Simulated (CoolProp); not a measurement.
Model: reference Helmholtz-energy equation of state, de Reuck 1990, in CoolProp.

Question: Give the vapour pressure (MPa), liquid density (kg/m³), vapour density (kg/m³), enthalpy of vaporisation (kJ/kg) of saturated fluorine at 125.5, 133.3, 141.1 K.

Answer: 
```json
[
 {"T (K)": "125.5", "p (MPa)": "2.19", "liquid density (kg/m³)": "1140", "vapour density (kg/m³)": "110", "enthalpy of vaporisation (kJ/kg)": "116"},
 {"T (K)": "133.3", "p (MPa)": "3.21", "liquid density (kg/m³)": "1030", "vapour density (kg/m³)": "175", "enthalpy of vaporisation (kJ/kg)": "94.2"},
 {"T (K)": "141.1", "p (MPa)": "4.55", "liquid density (kg/m³)": "856", "vapour density (kg/m³)": "306", "enthalpy of vaporisation (kJ/kg)": "57.7"}
]
```
